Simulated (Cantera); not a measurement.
A perfectly stirred reactor is fed with CH4 : O2 : N2 = 1 : 3.7 : 13.9 (molar parts), equivalence ratio 0.54, at 12000 Torr; it is adiabatic with a 348 K inlet, and is followed from long to short residence time, starting on the burning branch (τ in s: 0.12, 0.044, 0.016, 0.006, 0.0022, 0.00082, 0.0003, 0.00011, 4.1e-05).

Detailed kinetics in Cantera: GRI-Mech 3.0 (53 species, 325 reactions). The pressure lies above the range GRI-Mech 3.0 was tuned for (to about 10 atm).

Q: What does this change do: inlet temperature 348 to 525 K?

A: 
| quantity | before | after |
|---|---|---|
| blow-out, bracketed by the residence times tried | burning at 2.20 ms, out at 0.820 ms | burning at 0.820 ms, out at 0.300 ms |
| x(CH4) at τ = 0.120 s | 1.09e-5 | 3.79e-6 |
| x(O2) at τ = 0.120 s | 0.0914 | 0.0914 |
| x(H2) at τ = 0.120 s | 3.81e-6 | 4.68e-6 |
| x(C2H) at τ = 0.120 s | <1e-12 | <1e-12 |
| x(H2O2) at τ = 0.120 s | 8.63e-8 | 1.07e-7 |
| x(CH4) at τ = 2.20 ms | 0.000608 | 0.000107 |
| x(O2) at τ = 2.20 ms | 0.0953 | 0.0921 |
| x(H2) at τ = 2.20 ms | 0.000197 | 6.46e-5 |
| x(C2H) at τ = 2.20 ms | 5.25e-11 | 5.23e-11 |
| x(H2O2) at τ = 2.20 ms | 1.66e-6 | 4.69e-7 |

Q: What does this change do: pressure from 12000 Torr to 323 Torr?

A: 
```json
[
 {"quantity": "blow-out, bracketed by the residence times tried", "before": "burning at 2.20 ms, out at 0.820 ms", "after": "burning at 0.820 ms, out at 0.300 ms"},
 {"quantity": "x(CH4) at τ = 0.120 s", "before": "1.09e-5", "after": "2.16e-5"},
 {"quantity": "x(O2) at τ = 0.120 s", "before": "0.0914", "after": "0.0913"},
 {"quantity": "x(H2) at τ = 0.120 s", "before": "3.81e-6", "after": "0.000153"},
 {"quantity": "x(C2H) at τ = 0.120 s", "before": "<1e-12", "after": "<1e-12"},
 {"quantity": "x(H2O2) at τ = 0.120 s", "before": "8.63e-8", "after": "1.04e-7"},
 {"quantity": "x(CH4) at τ = 2.20 ms", "before": "0.000608", "after": "0.000352"},
 {"quantity": "x(O2) at τ = 2.20 ms", "before": "0.0953", "after": "0.0946"},
 {"quantity": "x(H2) at τ = 2.20 ms", "before": "0.000197", "after": "0.00160"},
 {"quantity": "x(C2H) at τ = 2.20 ms", "before": "5.25e-11", "after": "3.36e-12"},
 {"quantity": "x(H2O2) at τ = 2.20 ms", "before": "1.66e-6", "after": "5.86e-7"}
]
```
